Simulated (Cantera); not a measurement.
Charge: 1 mol n-butane, 1.1 mol O2, 4.4 mol H2, 0.06 mol H2O, equilibrated at 2175 K.

Cantera equilibrium calculation (NASA polynomials, part measured and part estimated; ideal gas, pure solids and liquids). Candidate condensed phases: C, C6H6, C7H8, C8H18, H2O; 110 gas species. The ideal-gas law is rough above about 30 bar. Kinetics and transport are ignored.

**Question.** What share of the C ends up in condensed phases as a function of P (Pa), at 10, 100, 1000, 10000, 100000, 1000000, 10000000?

**Answer.** 
```json
[
 {"P (Pa)": "10", "C condensed (%)": "42.7", "as": "C(graphite)"},
 {"P (Pa)": "100", "C condensed (%)": "42.5", "as": "C(graphite)"},
 {"P (Pa)": "1000", "C condensed (%)": "42.5", "as": "C(graphite)"},
 {"P (Pa)": "10000", "C condensed (%)": "42.4", "as": "C(graphite)"},
 {"P (Pa)": "100000", "C condensed (%)": "42.4", "as": "C(graphite)"},
 {"P (Pa)": "1000000", "C condensed (%)": "41.9", "as": "C(graphite)"},
 {"P (Pa)": "10000000", "C condensed (%)": "37.6", "as": "C(graphite)"}
]
```
